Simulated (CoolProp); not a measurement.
Computed with CoolProp (reference Helmholtz-energy equation of state, Gao 2020).

Question: For ammonia, give the phase and the cv (kJ/(kg K)), Joule-Thomson coefficient (K/MPa), isothermal compressibility (1/MPa), viscosity (µPa s) at 326.7 K and 4.33 MPa; 326.7 K and 12.3 MPa; 326.7 K and 59.3 MPa.

Answer: 
- 326.7 K and 4.33 MPa: liquid; cv 2.75, Joule-Thomson coefficient 0.0131, isothermal compressibility 0.00254, viscosity 102
- 326.7 K and 12.3 MPa: liquid; cv 2.75, Joule-Thomson coefficient -0.0283, isothermal compressibility 0.00212, viscosity 108
- 326.7 K and 59.3 MPa: liquid; cv 2.77, Joule-Thomson coefficient -0.141, isothermal compressibility 0.00115, viscosity 136

Viscosity comes from a separate model (Fenghour 1995).
